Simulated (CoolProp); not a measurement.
Vapour-liquid equilibrium of n-decane (1) + n-dodecane (2) at 520.8 K; x and y are mole fractions of (1).

Computed with CoolProp (multi-fluid Helmholtz-energy mixture model, Lemmon 2006 and Lemmon 2004; pair parameters Bell 2016).

Task: Give the bubble pressure and the first vapour's composition at x = 0.05, 0.55, 0.75. Is there an azeotrope?

Result: x = 0.05: 214.7 kPa, y = 0.097; x = 0.55: 350.5 kPa, y = 0.717; x = 0.75: 408.6 kPa, y = 0.860. No azeotrope shows between x = 0.05 and 0.95.

Pair parameters are fitted to limited data, so mixtures are less certain than the pure fluids.
